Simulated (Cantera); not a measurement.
Charge: 1 mol SiH₄, 0.088 mol O₂, 30 mol NO, held at 62.3 Torr.

Method: chemical equilibrium by Gibbs-energy minimisation in Cantera with the NASA 1993 tables (ideal gas, pure condensed phases). Candidate condensed phases: H₂O, Si, SiO₂, Si₂N₂O, Si₃N₄; 35 gas species. The tables hold silica as quartz up to 1696 K and as liquid above; real silica turns to tridymite and cristobalite and melts near 1996 K. Equilibrium is a limit: real reactors are often held back by kinetics, nucleation or transport.

Task: Which condensed phases are stable at each of these points (T (K)): 523, 723, 923, 1123, 1323, 1523, 1723, 1923, 2123?

Result: 
```tsv
T (K)	condensed phases	Si condensed (%)
523	SiO₂(α-quartz)	100.0
723	SiO₂(α-quartz)	100.0
923	SiO₂(β-quartz)	100.0
1123	SiO₂(β-quartz)	100.0
1323	SiO₂(β-quartz)	100.0
1523	SiO₂(β-quartz)	100.0
1723	SiO₂(condensed)	100.0
1923	SiO₂(condensed)	100.0
2123	SiO₂(l)	99.9
```

From 523 K to 723 K the condensed part is SiO₂(α-quartz). From 923 K to 1523 K the condensed part is SiO₂(β-quartz). From 1723 K to 1923 K the condensed part is SiO₂(condensed). At 2123 K the condensed part is SiO₂(l).
